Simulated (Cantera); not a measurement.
Charge: 1 mol CaCl₂, 0.31 mol H₂, equilibrated at 1.80 Torr.

These are equilibrium values from Cantera (NASA tables, ideal gas, pure condensed phases), not measurements of a reactor. Candidate condensed phases: Ca, CaCl₂; 9 gas species. Kinetics and transport are ignored.

x: gas mole fraction; n: condensed amount in mol.

| T (°C) | x H₂ | x CaCl₂ | x HCl | x CaCl | x H | n CaCl₂(l) |
|---|---|---|---|---|---|---|
| 1025 | 0.977 | 0.0232 | 0.000132 | 9.28e-5 | 2.16e-5 | 0.993 |
| 1100 | 0.908 | 0.0910 | 0.000479 | 0.000371 | 6.48e-5 | 0.969 |
| 1175 | 0.691 | 0.306 | 0.00144 | 0.00121 | 0.000156 | 0.862 |
| 1250 | 0.235 | 0.759 | 0.00289 | 0.00257 | 0.000229 | 0 |
| 1325 | 0.233 | 0.757 | 0.00476 | 0.00413 | 0.000525 | 0 |
| 1400 | 0.231 | 0.753 | 0.00748 | 0.00635 | 0.00112 | 0 |
| 1475 | 0.228 | 0.748 | ? | ? | ? | 0 |
| 1550 | 0.224 | 0.740 | ? | ? | ? | 0 |
| 1625 | 0.218 | 0.730 | 0.0230 | 0.0183 | 0.00744 | 0 |
| 1700 | 0.209 | 0.717 | 0.0312 | 0.0244 | 0.0126 | 0 |
| 1775 | 0.198 | 0.700 | 0.0407 | 0.0318 | 0.0203 | 0 |

Q: Fill in the missing entries.

A: 
- 1550, x HCl: 0.0164
- 1550, x CaCl: 0.0133
- 1550, x H: 0.00418
- 1475, x HCl: 0.0113
- 1475, x CaCl: 0.00935
- 1475, x H: 0.00223
